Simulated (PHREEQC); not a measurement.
Make-up at 56 °C: 0.08 mol/kgw NaH2PO4 and 0.0005 mol/kgw Na2B4O7. Closed to the air; pH follows from the charge balance.

Computed with PHREEQC (ion-association model, phreeqc.dat).

Task: The ionic strength comes out as 0.0820 mol/kgw. What activity coefficients do Na+, HPO4-2, H2PO4-, H+, NaHPO4- get?

Result: Na+ 0.79, HPO4-2 0.38, H2PO4- 0.79, H+ 0.83, NaHPO4- 0.79.

This is a speciation only: nothing precipitates in the calculation. Complexes and solids missing from the database can't appear. Away from 25 °C the constants follow the database's enthalpies or fits; those with neither stay at their 25 °C values.
